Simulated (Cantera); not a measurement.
What does this Cantera script print?

```python
import numpy as np
import cantera as ct

gas = ct.Solution("gri30.yaml")
gas.TPX = 500, 13332, {'CH4': 1, 'O2': 2.13, 'N2': 8}
flame = ct.FreeFlame(gas, width=0.16)
flame.set_refine_criteria(ratio=3, slope=0.08, curve=0.16)
flame.transport_model = "unity-Lewis-number"
flame.solve(loglevel=0, auto=True)
z, T = flame.grid, flame.T
thick = (T[-1] - T[0]) / np.gradient(T, z).max()
show = ['CH4', 'O2', 'C2H', 'CH2', 'HCN', 'CO2']
print(f"laminar burning velocity  {flame.velocity[0] * 100:.3f} cm/s")
print(f"burnt temperature         {T[-1]:.1f} K")
print(f"thermal thickness         {thick * 1e3:.4f} mm")
print(f"grid points               {len(z)}")
z0 = z[flame.heat_release_rate.argmax()]
print(f"{'z/mm':>9s}{'T/K':>9s}{'u/(m/s)':>9s}" + "".join(f"{s:>11s}" for s in show))
rows = []
for k in (-3, -2, -1.5, -1, -0.5, -0.25, 0, 0.25, 0.5, 1, 2, 4, 8):
    zz = z0 + k * thick
    rows.append([k * thick, np.interp(zz, z, T), np.interp(zz, z, flame.velocity),
                 *(np.interp(zz, z, flame.X[gas.species_index(s)]) for s in show)])
    print(f"{rows[-1][0] * 1e3:9.3f}{rows[-1][1]:9.1f}{rows[-1][2]:9.3f}" + "".join(f"{x:11.3e}" for x in rows[-1][3:]))
```

Output:

```
laminar burning velocity  89.691 cm/s
burnt temperature         2227.1 K
thermal thickness         2.4815 mm
grid points               146
     z/mm      T/K  u/(m/s)        CH4         O2        C2H        CH2        HCN        CO2
   -7.445    500.2    0.897  8.983e-02  1.914e-01  5.035e-26  2.402e-18  2.568e-10  4.526e-06
   -4.963    502.8    0.902  8.966e-02  1.911e-01  2.398e-22  9.703e-15  3.360e-09  5.922e-05
   -3.722    510.8    0.917  8.912e-02  1.903e-01  7.461e-21  2.595e-13  1.311e-08  2.311e-04
   -2.482    561.4    1.009  8.568e-02  1.854e-01  4.747e-18  4.836e-11  7.524e-08  1.326e-03
   -1.241    888.1    1.613  6.226e-02  1.520e-01  7.617e-13  7.982e-08  5.001e-07  8.809e-03
   -0.620   1265.3    2.331  3.316e-02  1.095e-01  9.872e-10  7.497e-06  1.050e-06  1.841e-02
    0.000   1643.1    3.076  6.139e-03  6.175e-02  6.615e-08  3.825e-05  1.639e-06  3.105e-02
    0.620   1762.2    3.311  2.625e-04  3.993e-02  2.218e-08  3.519e-06  9.506e-07  4.235e-02
    1.241   1785.7    3.353  6.291e-06  3.476e-02  6.039e-10  8.950e-08  3.094e-07  4.960e-02
    2.482   1814.6    3.401  1.093e-08  3.203e-02  7.340e-13  1.701e-10  3.220e-08  5.588e-02
    4.963   1856.1    3.468  1.261e-12  3.035e-02  5.419e-17  2.387e-14  6.478e-10  5.893e-02
    9.926   1914.6    3.561  2.002e-17  2.875e-02  2.846e-22  1.759e-17  1.993e-12  6.072e-02
   19.852   1989.2    3.678  5.068e-18  2.660e-02  8.135e-25  1.187e-17  2.688e-13  6.332e-02
```

Computed with Cantera and GRI-Mech 3.0 (53 species, 325 reactions). Unity Lewis numbers drop preferential diffusion, which matters most where H2 and H carry the flame. Burning velocities carry a grid error of a few per cent, more on coarse grids.
